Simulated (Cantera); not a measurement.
A closed system holds: 1 mol SiH2Cl2, 8.7 mol O2, at 1477 °C and 6000 Pa.

Cantera equilibrium calculation (NASA polynomials, part measured and part estimated; ideal gas, pure solids and liquids). Candidate condensed phases: H2O, Si, SiO2; 30 gas species. The tables hold silica as quartz up to 1696 K and as liquid above; real silica turns to tridymite and cristobalite and melts near 1996 K. Kinetics and transport are ignored.

Base state: O2 0.770, HCl 0.147, Cl 0.0515, H2O 0.0281, Cl2 0.00259, OH 0.000749, O 0.000268, ClO 0.000207 (mole fractions); condensed: SiO2(condensed).

Problem. What changes in the equilibrium state with this change: pressure from 6000 Pa to 2300 Pa?

Solution. 
```tsv
species	before	after
O2	0.770	0.766
HCl	0.147	0.141
Cl	0.0515	0.0598
H2O	0.0281	0.0308
Cl2	0.00259	0.00133
HOCl	1.20e-5	7.11e-6
O	0.000268	0.000432
ClO	0.000207	0.000148
SiO2(condensed), mol	1.00	1.000
```
